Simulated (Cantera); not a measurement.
A freely propagating, adiabatic, planar premixed flame of H₂ : O₂ : N₂ = 1 : 0.575 : 2.16 (molar parts), unburnt at 300 K and 1.70 bar; mixture-averaged transport, grid criteria slope 0.08 and curve 0.16, no radiation.

Model: the H2/O2 subset of GRI-Mech 3.0, which has no nitrogen chemistry, integrated in Cantera. Burning velocities carry a grid error of a few per cent, more on coarse grids.

**Question.** How do the results move with these cheaper or finer settings: unity-Lewis-number transport; multicomponent transport; multicomponent+Soret transport; grid criteria slope 0.5, curve 1; grid criteria slope 0.25, curve 0.5; grid criteria slope 0.03, curve 0.06?

**Answer.** 
```csv
setting,laminar burning velocity,thermal thickness,peak x(H₂O₂),peak x(H),grid points
as above,182 cm/s,0.176 mm,0.000131,0.0233,114
unity-Lewis-number transport,154 cm/s,0.156 mm,4.31e-5,0.0345,111
multicomponent transport,180 cm/s,0.173 mm,0.000135,0.0233,114
multicomponent+Soret transport,159 cm/s,0.173 mm,0.000132,0.0205,114
"grid criteria slope 0.5, curve 1",195 cm/s,0.206 mm,0.000116,0.0239,40
"grid criteria slope 0.25, curve 0.5",186 cm/s,0.190 mm,0.000124,0.0237,51
"grid criteria slope 0.03, curve 0.06",183 cm/s,0.174 mm,0.000133,0.0236,244
```
Unity Lewis numbers drop preferential diffusion, which matters most where H2 and H carry the flame; Soret adds thermal diffusion.
